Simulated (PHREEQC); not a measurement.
Consider water at 25 °C with 150 mmol/kgw Cu(NO3)2 and 36 mmol/kgw NaCl. Closed to the air; pH follows from the charge balance.

Computed with PHREEQC (ion-association model, wateq4f.dat).

### Question
The ionic strength comes out as 0.479 mol/kgw. What activity coefficients do Cl-, CuOH+, Na+, Cu+2, NO3- get?

### Answer
Cl- 0.65, CuOH+ 0.65, Na+ 0.71, Cu+2 0.25, NO3- 0.62.

Precipitation was switched off in this run. The solution is supersaturated, for example in Atacamite, so a real one may precipitate; this is no full list.
